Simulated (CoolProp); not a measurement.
Isobutene along the isotherm 338.1 K: fugacity coefficient from the reference equation and from simpler models built on Tc = 418.1 K, pc = 40.16 bar, ω = 0.193; each cubic takes its own stable root.

Model: reference Helmholtz-energy equation of state, Lemmon 2005, in CoolProp. It is a short technical equation, of lower accuracy than the large ones.

```json
[
 {"p (bar)": "6.02", "phase": "gas", "reference": "0.8958"},
 {"p (bar)": "12", "phase": "liquid", "reference": "0.6273"},
 {"p (bar)": "18.1", "phase": "liquid", "reference": "0.4255"},
 {"p (bar)": "24.1", "phase": "liquid", "reference": "0.3267"},
 {"p (bar)": "30.1", "phase": "liquid", "reference": "0.2675"},
 {"p (bar)": "36.1", "phase": "liquid", "reference": "0.2280"},
 {"p (bar)": "42.2", "phase": "liquid", "reference": "0.1995"},
 {"p (bar)": "48.2", "phase": "liquid", "reference": "0.1785"},
 {"p (bar)": "54.2", "phase": "liquid", "reference": "0.1623"},
 {"p (bar)": "60.2", "phase": "liquid", "reference": "0.1493"}
]
```

Question: How far does each simpler model (van der Waals, Redlich-Kwong, Soave-Redlich-Kwong, Peng-Robinson) lie from the reference over these 10 states: mean and median of the absolute difference, and the worst?

Answer: 
- van der Waals: mean 66.4 %, median 75.9 %, worst +85.9 % at 338.1 K and 60.2 bar
- Redlich-Kwong: mean 18.7 %, median 20.5 %, worst +22.0 % at 338.1 K and 60.2 bar
- Soave-Redlich-Kwong: mean 3.1 %, median 3.2 %, worst +4.2 % at 338.1 K and 60.2 bar
- Peng-Robinson: mean 0.2 %, median 0.2 %, worst -0.3 % at 338.1 K and 60.2 bar

At some of these states van der Waals gives the other phase, because its saturation line lies elsewhere.
